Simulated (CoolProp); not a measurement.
Aqueous magnesium chloride as a coolant, 26 % by mass, freezing at -57.0 °C, 1 atm.

The numbers come from the Melinder's fits for secondary coolants in CoolProp.

```csv
T (°C),density (kg/m³),viscosity (mPa s),Prandtl number,conductivity (W/(m K))
-33.4,1273,665,4530,0.405
-26.2,1272,(withheld),2590,0.422
-18.9,1268,234,(withheld),0.439
-11.6,1264,141,860,0.456
-4.3,1259,86.6,(withheld),0.472
3,1254,55.2,317,0.488
10.3,1248,36.7,205,0.503
17.6,1243,(withheld),141,0.518
24.9,1238,19.4,103,0.533
32.2,1234,(withheld),80.9,(withheld)
39.5,1231,13.8,69.4,0.561
```

Task: Some entries are withheld; supply them.

Result: 
- -26.2, viscosity (mPa s): 395
- -18.9, Prandtl number: 1480
- -4.3, Prandtl number: 513
- 17.6, viscosity (mPa s): 25.8
- 32.2, viscosity (mPa s): 15.7
- 32.2, conductivity (W/(m K)): 0.547
